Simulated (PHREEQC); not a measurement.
0.01 mol of Fluorite (CaF2) is brought to equilibrium with 1 kg of water holding 3 mmol/kgw NaCl, at 25 °C, the pH being set by adding NaOH or HCl. Oxygen is held at 0.21 atm. The system is closed to CO2. Solids allowed: Fluorite. Others were left out.

Base run: PHREEQC, ion-association model, phreeqc.dat. Each further column changes one thing. The table gives dissolved Ca (mol/kgw).

```json
[
 {"pH": "3", "base": "0.000384", "temperature from 25 to 20 °C": "0.000354", "temperature from 25 to 40 °C": "[?]"},
 {"pH": "3.83", "base": "0.000239", "temperature from 25 to 20 °C": "0.000226", "temperature from 25 to 40 °C": "0.000280"},
 {"pH": "4.67", "base": "0.000215", "temperature from 25 to 20 °C": "0.000204", "temperature from 25 to 40 °C": "0.000244"},
 {"pH": "5.5", "base": "0.000211", "temperature from 25 to 20 °C": "0.000201", "temperature from 25 to 40 °C": "0.000238"},
 {"pH": "6.33", "base": "0.000210", "temperature from 25 to 20 °C": "0.000201", "temperature from 25 to 40 °C": "0.000238"},
 {"pH": "7.17", "base": "0.000210", "temperature from 25 to 20 °C": "0.000200", "temperature from 25 to 40 °C": "0.000237"},
 {"pH": "8", "base": "0.000210", "temperature from 25 to 20 °C": "0.000200", "temperature from 25 to 40 °C": "0.000237"},
 {"pH": "8.83", "base": "0.000210", "temperature from 25 to 20 °C": "0.000200", "temperature from 25 to 40 °C": "0.000237"},
 {"pH": "9.67", "base": "0.000210", "temperature from 25 to 20 °C": "0.000201", "temperature from 25 to 40 °C": "0.000238"},
 {"pH": "10.5", "base": "0.000212", "temperature from 25 to 20 °C": "0.000202", "temperature from 25 to 40 °C": "0.000242"},
 {"pH": "11.33", "base": "0.000219", "temperature from 25 to 20 °C": "[?]", "temperature from 25 to 40 °C": "0.000260"},
 {"pH": "12.17", "base": "0.000258", "temperature from 25 to 20 °C": "0.000237", "temperature from 25 to 40 °C": "0.000334"},
 {"pH": "13", "base": "0.000398", "temperature from 25 to 20 °C": "0.000356", "temperature from 25 to 40 °C": "[?]"}
]
```

### Question
What belongs in the gaps?

### Answer

- 3, temperature from 25 to 40 °C: 0.000487
- 11.33, temperature from 25 to 20 °C: 0.000207
- 13, temperature from 25 to 40 °C: 0.000553

 Away from 25 °C the constants follow the database's enthalpies or fits; those with neither stay at their 25 °C values.
